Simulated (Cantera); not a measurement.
A closed system holds: 1 mol CuF₂, 1.6 mol H₂, a varied amount of N₂, held at 3.50 Pa.

Method: chemical equilibrium by Gibbs-energy minimisation in Cantera with the NASA 1993 tables (ideal gas, pure condensed phases). Candidate condensed phases: Cu, CuF₂; 25 gas species. Kinetics and transport are ignored.

Stable condensed phases, one row left out:

```
T in °C \ n(N₂) in mol
         8.1  15  28  51  94 170 320
   1625    A   A   A   A   A   A   A
   1550    A   A   A   A   A   A   A
   1475    A   A   A   A   A   A   A
   1400    A   A   A   A   A   A   A
   1325    A   A   A   A   A   A   A
   1250    A   A   A   A   A   A   A
   1175    A   A   A   A   A   A   A
   1025    B   B   B   B   B   B   A
```

A: gas only; B: Cu.

Task: Give the row for 1100 °C.

Result: 8.1: Cu; 15: Cu; 28: Cu; 51: gas only; 94: gas only; 170: gas only; 320: gas only.
